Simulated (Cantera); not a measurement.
Input (Python, Cantera) and output of one run.

```python
import numpy as np
import cantera as ct

gas_names = """
    Fe FeO O O2 O3 S SO SO2 SO3 S2 S2O S8
""".split()
cond_names = """
    Fe(a) Fe(c) Fe(d) Fe(L) FeO(s) FeO(L) FeS(a) FeS(b) FeS(c) FeS(L) FeSO4(s) FeS2(s) Fe2O3(s)
    Fe2S3O12(s) Fe3O4(s) S(cr1) S(cr2) S(L)
""".split()


# ... load() reads the species with a 1 bar reference pressure and builds the phases ...
atoms = {
    'FeS2': {'Fe': 1, 'S': 2},
    'SO3': {'S': 1, 'O': 3},
    'O2': {'O': 2},
}
top_T = {'FeSO4(s)': 950, 'FeS2(s)': 1010, 'Fe2O3(s)': 1830, 'Fe2S3O12(s)': 1100, 'Fe3O4(s)': 1870}  # K; cautious upper limits of use, not melting points


# ... equilibrate(T, P, feed) seeds the gas with the atoms and calls Mixture.equilibrate('TP', solver="vcs", rtol=1e-11, max_steps=5000) ...
results = []
feed = {'FeS2': 1, 'SO3': 0.14, 'O2': 0.13}  # mol
T = 1725  # K
P = 10000  # Pa
mix = equilibrate(T, P, feed)
results.append((T, P, feed, dict(zip(mix.species_names, mix.species_moles))))
x = sorted(zip(gas.X, gas.species_names), reverse=True)
print(f"T = {T:g} K  P = {P:g} Pa  gas = {mix.phase_moles(0):.4g} mol")
print("   x: " + "  ".join(f"{s} {v:.3e}" for v, s in x if v > 0.0001))
print("   condensed (mol): " + ("  ".join(f"{mix.phase(i).name} {mix.phase_moles(i):.4g}"
      for i in range(1, mix.n_phases) if mix.phase_moles(i) > 1e-12) or "none"))
```

Output:

```
T = 1725 K  P = 10000 Pa  gas = 0.744 mol
   x: S2 5.214e-01  SO2 4.363e-01  SO 3.047e-02  S2O 1.092e-02  S 9.015e-04
   condensed (mol): FeS(L) 1
```

Cantera equilibrium calculation (NASA polynomials, part measured and part estimated; ideal gas, pure solids and liquids). FeS: taken at fixed stoichiometry.
